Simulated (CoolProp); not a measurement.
Properties of ethylene along the isobar 789 kPa (Tc = 282.4 K, pc = 5042 kPa, ω = 0.087).

The numbers come from the reference Helmholtz-energy equation of state, Smukala 2000 in CoolProp.

```
T (K)  phase       Z  cp (kJ/(kg K))  cv (kJ/(kg K))  Joule-Thomson coefficient (K/MPa)
-----  -----  ------  --------------  --------------  ---------------------------------
243.9    gas  0.9113           1.549           1.118                              17.65
267      gas  0.9343           1.555           1.165                              13.87
290.1    gas  0.9498           1.594           1.228                              11.15
313.2    gas  0.9609           1.651           1.300                              9.123
336.3    gas  0.9691           1.718           1.377                              7.576
359.4    gas  0.9753           1.790           1.457                              6.370
382.5    gas  0.9801           1.865           1.538                              5.413
405.5    gas  0.9839           1.941           1.619                              4.646
428.6    gas  0.9869           2.017           1.698                              4.018
```
